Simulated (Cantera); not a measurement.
Feed: 1 mol Cu2O, 78 mol H2, equilibrated at 81000 Pa.

Method: chemical equilibrium by Gibbs-energy minimisation in Cantera with the NASA 1993 tables (ideal gas, pure condensed phases). Candidate condensed phases: Cu, CuO, Cu(OH)2, Cu2O, H2O; 12 gas species. Kinetics and transport are ignored. All values below are at 1550 K.

Base state: H2 0.987, H2O 0.0128, H 3.48e-5, Cu 2.29e-5 (mole fractions); condensed: Cu(l).

Q: What changes in the equilibrium state with this change: 0.9 mol NH3 added?

A: 
| species | before | after |
|---|---|---|
| H2 | 0.987 | 0.982 |
| H2O | 0.0128 | 0.0125 |
| N2 | 0 | 0.00564 |
| Cu | 2.29e-5 | 2.29e-5 |
| H | 3.48e-5 | 3.47e-5 |
| Cu(l), mol | 2.00 | 2.00 |
